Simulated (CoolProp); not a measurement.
C3F8 (R218) at 346.83 K and 3.86 MPa flows at 0.21 m/s in a round tube of 10 mm bore and 15 µm roughness, fully developed (64/Re and Nu = 3.66 if laminar; Colebrook and Gnielinski if turbulent). Each further row changes one setting.

Computed with CoolProp (reference Helmholtz-energy equation of state, Lemmon 2006). It is a short technical equation, of lower accuracy than the large ones.

| case | Reynolds number | Darcy friction factor | pressure drop (Pa/m) | heat-transfer coefficient (W/(m² K)) | mass flow (kg/h) |
|---|---|---|---|---|---|
| as stated | 26100 | 0.0277 | 61.7 | 558 | 60.1 |
| velocity 0.42 m/s | 52200 | 0.0252 | 225 | 1060 | 120 |
| diameter 20 mm | 52200 | 0.0232 | 25.9 | 497 | 241 |

Viscosity comes from a separate model (Huber 2003), an estimate that may be off by 10 % or more. Thermal conductivity comes from a separate model (Huber 2003), an estimate that may be off by 10 % or more.
